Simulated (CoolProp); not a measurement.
Vapour-liquid equilibrium of R124 (1) + R142b (2) at -25.95 °C; x and y are mole fractions of (1).

Computed with CoolProp (multi-fluid Helmholtz-energy mixture model, de Vries 1995 and Lemmon 2006; pair parameters Bell 2016).

```
x     bubble pressure, mixture model (MPa)  bubble pressure, Raoult's law (MPa)  y, mixture model  y, Raoult's law
----  ------------------------------------  -----------------------------------  ----------------  ---------------
0.05                               0.04867                              0.04880             0.053            0.056
0.15                            (withheld)                              0.04937             0.157            0.165
0.25                               0.04926                              0.04994             0.261            0.271
0.35                            (withheld)                              0.05051             0.365            0.376
0.45                            (withheld)                              0.05108             0.470            0.478
0.55                               0.05044                              0.05165             0.574            0.577
0.65                               0.05102                              0.05222             0.676            0.675
0.75                               0.05174                              0.05279             0.776            0.770
0.85                               0.05261                              0.05336        (withheld)            0.864
0.95                               0.05364                              0.05393             0.959            0.955
```

Problem. Some entries are withheld; supply them.

Solution. 
- 0.15, bubble pressure, mixture model (MPa): 0.04897
- 0.35, bubble pressure, mixture model (MPa): 0.04959
- 0.45, bubble pressure, mixture model (MPa): 0.04997
- 0.85, y, mixture model: 0.871

The largest gap from Raoult's law is -2.3 % in bubble pressure, at x = 0.55. No azeotrope shows between x = 0.05 and 0.95.

Pair parameters are fitted to limited data, so mixtures are less certain than the pure fluids.
